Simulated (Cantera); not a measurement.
**Thermodynamics of hydrogen reduction and annealing atmospheres, feed Fe₃O₄ + H₂ + H₂O**

Feed: 1 mol Fe₃O₄, 1.3 mol H₂, 0.6 mol H₂O, at 1.00 bar.

Cantera equilibrium calculation (NASA polynomials, part measured and part estimated; ideal gas, pure solids and liquids). Candidate condensed phases: Fe, FeO, Fe(OH)₂, Fe(OH)₃, Fe₂O₃, Fe₃O₄, H₂O; 12 gas species. The tables' stoichiometric FeO is somewhat more stable than real wüstite, so its field is too wide. FeO: taken at fixed stoichiometry. Equilibrium is a limit: real reactors are often held back by kinetics, nucleation or transport.

```csv
T (°C),log p H₂O,log p H₂,log p H,log p OH,n FeO(s),n FeO(l)
1327,-0.07,-0.80,-4.67,-5.35,3.00,0
1377,-0.07,-0.80,-4.44,-5.06,0,3.00
1427,-0.07,-0.80,-4.23,-4.79,0,3.00
1477,-0.07,-0.80,-4.03,-4.54,0,3.00
1527,-0.07,-0.80,-3.85,-4.30,0,3.00
1577,-0.07,-0.80,-3.67,-4.07,0,3.00
1627,-0.07,-0.80,-3.50,-3.86,0,3.00
1677,-0.08,-0.80,-3.34,-3.66,0,3.00
1727,-0.08,-0.80,-3.19,-3.46,0,3.00
```
log p: log10 of the partial pressure in bar; n: condensed amount in mol.

At 1327 °C the condensed part is FeO(s). From 1377 °C to 1727 °C the condensed part is FeO(l). The main Fe-bearing gas is Fe(OH)₂ throughout.
